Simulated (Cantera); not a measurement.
What does this Cantera script print?

```python
import numpy as np
import cantera as ct

gas_names = """
    Fe FeO Fe(OH)2 H HNO HNO2 HNO3 HO2 H2 H2O H2O2 H2S H2SO4 N NH NH2 NH3 NH2OH NO NO2 NO3 N2 N2H2 N2H4
    N2O O OH O2 O3 S SH SN SO SO2 SO3 S2 S2O S8
""".split()
cond_names = """
    Fe(a) Fe(c) Fe(d) Fe(L) FeO(s) FeO(L) Fe(OH)2(s) Fe(OH)3(s) FeS(a) FeS(b) FeS(c) FeS(L) FeSO4(s)
    FeS2(s) Fe2O3(s) Fe2S3O12(s) Fe3O4(s) H2O(s) H2O(L) H2SO4(L) S(cr1) S(cr2) S(L)
""".split()


def load(file, names, dense=False):
    # The tables refer to 1 bar. Condensed volumes are neglected.
    table = {s.name: s for s in ct.Species.list_from_file(file)}
    out = []
    for n in names:
        d = dict(table[n].input_data)
        d["thermo"] = dict(d["thermo"], **{"reference-pressure": 1e5})
        if dense:
            d["equation-of-state"] = {"model": "constant-volume", "density": "1e6 g/cm^3"}
        out.append(ct.Species.from_dict(d))
    return out


gas = ct.Solution(thermo="ideal-gas", species=load("nasa_gas.yaml", gas_names))
cond = {s.name: ct.Solution(thermo="fixed-stoichiometry", species=[s], name=s.name)
        for s in load("nasa_condensed.yaml", cond_names, dense=True)}
atoms = {
    'FeS': {'Fe': 1, 'S': 1},
    'SO3': {'S': 1, 'O': 3},
    'N2': {'N': 2},
    'H2S': {'H': 2, 'S': 1},
}
top_T = {'FeSO4(s)': 950, 'FeS2(s)': 1010, 'Fe2O3(s)': 1830, 'Fe2S3O12(s)': 1100, 'Fe3O4(s)': 1870}  # K; cautious upper limits of use, not melting points


def equilibrate(T, P, feed):
    n = {}
    for name, mol in feed.items():
        for a, k in atoms[name].items():
            n[a] = n.get(a, 0.0) + k * mol
    gas.TPX = T, P, n
    mass = sum(n.values()) * gas.mean_molecular_weight
    gas.equilibrate("TP")
    valid = [c for c in cond.values() if c.min_temp <= T <= top_T.get(c.name, c.max_temp)]
    mix = ct.Mixture([(gas, mass / gas.mean_molecular_weight)] + [(c, 0.0) for c in valid])
    mix.T, mix.P = T, P
    mix.equilibrate("TP", solver="vcs", rtol=1e-11, max_steps=5000)
    return mix


results = []
feed = {'FeS': 1, 'SO3': 0.091, 'N2': 32, 'H2S': 1.2}  # mol
T = 898  # K
P = 27000  # Pa
mix = equilibrate(T, P, feed)
results.append((T, P, feed, dict(zip(mix.species_names, mix.species_moles))))
print(gas.report(threshold=0.001))
for i in range(1, mix.n_phases):
    print(f"{mix.phase(i).name:16s} {mix.phase_moles(i):12.5e} mol")
```

Output:

```
       temperature   898 K
          pressure   27000 Pa
           density   0.10226 kg/m^3
  mean mol. weight   28.278 kg/kmol
   phase of matter   gas

                          1 kg             1 kmol
                     ---------------   ---------------
          enthalpy        5.8764e+05        1.6617e+07  J
   internal energy         3.236e+05        9.1508e+06  J
           entropy            8423.2        2.3819e+05  J/K
    Gibbs function       -6.9764e+06       -1.9728e+08  J
 heat capacity c_p            1149.9             32517  J/K
 heat capacity c_v            855.87             24202  J/K

                      mass frac. Y      mole frac. X     chem. pot. / RT
                     ---------------   ---------------   ---------------
                H2         9.985e-05         0.0014006           -25.125
               H2O         0.0051952         0.0081548           -63.045
               H2S          0.031773          0.026367           -34.356
                N2             0.949           0.95793           -25.944
                S2          0.013907         0.0061331           -18.461
     [  +33 minor]          2.55e-05        1.1026e-05

Fe(a)             0.00000e+00 mol
FeO(s)            0.00000e+00 mol
Fe(OH)2(s)        0.00000e+00 mol
Fe(OH)3(s)        0.00000e+00 mol
FeS(c)            1.00000e+00 mol
FeSO4(s)          0.00000e+00 mol
FeS2(s)           0.00000e+00 mol
Fe2O3(s)          0.00000e+00 mol
Fe2S3O12(s)       0.00000e+00 mol
Fe3O4(s)          0.00000e+00 mol
H2SO4(L)          0.00000e+00 mol
S(L)              0.00000e+00 mol
```

Equilibrium computed with Cantera from the NASA thermochemical tables; the gas is ideal and each condensed phase is pure. FeS: taken at fixed stoichiometry. Gases not in the tables: S3 to S7.
